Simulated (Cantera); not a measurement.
Feed: 1 mol Si, 3.4 mol NF3, at 1350 K and 17.0 Pa.

Method: chemical equilibrium by Gibbs-energy minimisation in Cantera with the NASA 1993 tables (ideal gas, pure condensed phases). Candidate condensed phases: Si, Si3N4; 16 gas species. The numbers say what is thermodynamically allowed, not how fast it happens.

Base state: F 0.697, N2 0.191, SiF4 0.112, F2 4.90e-5 (mole fractions); condensed: gas only.

What changes in the equilibrium state with this change: temperature from 1350 K to 775 K?


```tsv
species	before	after
F2	4.90e-5	0.342
N2	0.191	0.256
F	0.697	0.251
SiF4	0.112	0.151
NF3	<1e-9	0.000656
```
